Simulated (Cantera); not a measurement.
A closed system holds: 1 mol CH₄, 0.25 mol O₂, 3.9 mol N₂, equilibrated at 10.0 Torr.

Method: chemical equilibrium by Gibbs-energy minimisation in Cantera with the NASA 1993 tables (ideal gas, pure condensed phases). Candidate condensed phases: C, C₆H₆, C₇H₈, C₈H₁₈, H₂O; 136 gas species. Rates play no part.

Q: At 2548 K, list the 5 most abundant gas species with their mole fractions, and the condensed phases.

A: N₂ 0.555, H₂ 0.213, H 0.124, CO 0.0732, HCN 0.0274. Condensed: C(graphite).
